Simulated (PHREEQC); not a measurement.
Na2CO3 is added in steps, without added water, to 1 kg of water holding 0.0058 mol HCl, 0.00018 mol Al2(SO4)3 and 0.00092 mol Fe2(SO4)3, at 25 °C. Oxygen is held at 0.21 atm. CO2 is held at log p = -3.4 (atm). Precipitation was switched off in this run.

Base run: PHREEQC, ion-association model, phreeqc.dat. Each further column changes one thing. The table gives HCO3- (mol/kgw).

```
Na2CO3 added (mol)      base  Davies equation for every ion  all activity coefficients set to 1  metal-ligand complexes left out  database wateq4f.dat
------------------  --------  -----------------------------  ----------------------------------  -------------------------------  --------------------
0                    1.33e-9                        1.35e-9                             1.11e-9                          1.32e-9               1.33e-9
0.0012               2.15e-9                        2.20e-9                                 [?]                          1.97e-9               2.15e-9
0.0024               4.84e-9                        4.94e-9                             4.42e-9                              [?]               4.84e-9
0.0042               5.67e-8                        5.75e-8                             4.94e-8                          4.22e-8               5.68e-8
0.0054               1.19e-5                        1.20e-5                             1.00e-5                              [?]               1.19e-5
0.0066              0.000501                       0.000502                            0.000476                         0.000503              0.000501
0.0078               0.00227                        0.00227                             0.00228                          0.00230               0.00227
0.0096               0.00500                        0.00499                             0.00506                          0.00511               0.00500
0.0108               0.00671                        0.00670                             0.00682                              [?]               0.00671
0.012                0.00832                        0.00831                                 [?]                              [?]               0.00832
```

Fill in the missing entries.


- 0.0012, all activity coefficients set to 1: 1.83e-9
- 0.0024, metal-ligand complexes left out: 3.65e-9
- 0.0054, metal-ligand complexes left out: 1.17e-5
- 0.0108, metal-ligand complexes left out: 0.00690
- 0.012, all activity coefficients set to 1: 0.00848
- 0.012, metal-ligand complexes left out: 0.00862

In at least one series the solution becomes supersaturated in solids that the run did not let form, among them Al(OH)3(a), Fe(OH)3(a). phreeqc.dat and wateq4f.dat share most of their constants, so their agreement is no independent check.
